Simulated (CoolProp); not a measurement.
A single-stage vapour-compression cycle with the fluid: evaporating at 209.15 K (dew point), condensing at 234.15 K (bubble point), superheat 2 K, subcooling 5 K, compressor efficiency 0.75, no pressure losses. The same conditions are run with several fluids, on thermodynamics alone (safety and materials aside).

Values from CoolProp's reference Helmholtz-energy equation of state of each fluid (chlorine: Thol 2021; dimethyl ether: Wu 2011; ethylene: Smukala 2000; hydrogen sulfide: Lemmon 2006; R410A: Lemmon 2003; R115: Lemmon 2016). Blends and air are pseudo-pure fits.

```
fluid             cooling COP  pressure ratio  discharge temperature (K)  refrigerating effect (kJ/kg)  volumetric capacity (kJ/m³)
----------------  -----------  --------------  -------------------------  ----------------------------  ---------------------------
chlorine                 5.59            3.72                      320.6                           285                          252
dimethyl ether           5.87            4.15                 (withheld)                    (withheld)                          155
ethylene           (withheld)      (withheld)                 (withheld)                           364                         4290
hydrogen sulfide         5.66            3.20                      303.7                           513                          849
R410A                    5.78            3.61                      274.2                           257                          557
R115                     5.88            3.57                      245.1                           117                          300
```

### Question
Fill in the missing entries.

### Answer

- dimethyl ether, discharge temperature (K): 274.0
- dimethyl ether, refrigerating effect (kJ/kg): 466
- ethylene, cooling COP: 5.46
- ethylene, pressure ratio: 2.30
- ethylene, discharge temperature (K): 267.5
